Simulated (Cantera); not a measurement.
What does this Cantera script print?

```python
import numpy as np
import cantera as ct

gas_names = [...]  # 123 gases of nasa_gas.yaml made of C, H, O, Si
cond_names = """
    C(gr) C6H6(L) C7H8(L) C8H18(L),n-octa H2O(s) H2O(L) Si(cr) Si(L) SiC(b) SiO2(Lqz) SiO2(hqz) SiO2(L)
""".split()


# ... load() reads the species with a 1 bar reference pressure and builds the phases ...
atoms = {
    'Si': {'Si': 1},
    'CO2': {'C': 1, 'O': 2},
    'H2': {'H': 2},
}
top_T = {'C(gr)': 4500, 'SiC(b)': 3050}  # K; cautious upper limits of use, not melting points


# ... equilibrate(T, P, feed) seeds the gas with the atoms and calls Mixture.equilibrate('TP', solver="vcs", rtol=1e-11, max_steps=5000) ...
results = []
feed = {'Si': 1, 'CO2': 0.36, 'H2': 50}  # mol
T = 1648  # K
for P in [10, 61, 370, 2200, 13000, 82000, 500000, 3000000]:
    mix = equilibrate(T, P, feed)
    results.append((T, P, feed, dict(zip(mix.species_names, mix.species_moles))))

top = {s: max(r[3][s] / sum(r[3][g] for g in gas_names) for r in results) for s in gas_names}
cols = sorted((s for s in top if top[s] > 0.001), key=lambda s: -top[s])[:5]
seen = [c for c in cond_names if any(r[3].get(c, 0) > 1e-12 for r in results)]
print("log10 of partial pressures in bar; condensed amounts in mol")
print(f"{'P/Pa':>10s}" + "".join(f"{s[:9]:>10s}" for s in cols + seen))
for T, P, feed, n in results:
    ng = sum(n[g] for g in gas_names)
    print(f"{P:10.4g}" + "".join(f"{np.log10(max(n[s] / ng * P / 1e5, 1e-99)):10.3f}" for s in cols)
          + "".join(f"{n.get(c, 0):10.4g}" for c in seen))
```

It prints:

```
log10 of partial pressures in bar; condensed amounts in mol
      P/Pa        H2       SiO         H        CO        Si    Si(cr)    SiC(b) SiO2(hqz)
        10    -4.011    -5.902    -6.056    -6.803    -6.815         0    0.2794         0
        61    -3.223    -5.094    -5.662    -6.231    -6.698         0    0.3109         0
       370    -2.439    -4.306    -5.270    -5.516    -6.661         0    0.3181         0
      2200    -1.664    -3.531    -4.882    -4.756    -6.654         0    0.3195         0
   1.3e+04    -0.892    -2.759    -4.497    -3.988    -6.652         0    0.3198         0
   8.2e+04    -0.090    -2.224    -4.095    -3.578    -6.589    0.1213    0.3431    0.1679
     5e+05     0.698    -2.224    -3.701    -3.578    -6.589    0.2578    0.3532    0.3284
     3e+06     1.477    -2.224    -3.312    -3.578    -6.589    0.2985    0.3348    0.3545
```

Cantera equilibrium calculation (NASA polynomials, part measured and part estimated; ideal gas, pure solids and liquids). Mutual solubility and eutectic melting of coexisting phases are not modelled. The tables hold silica as quartz up to 1696 K and as liquid above; real silica turns to tridymite and cristobalite and melts near 1996 K. Gases not in the tables: Si2H6 and higher silanes.
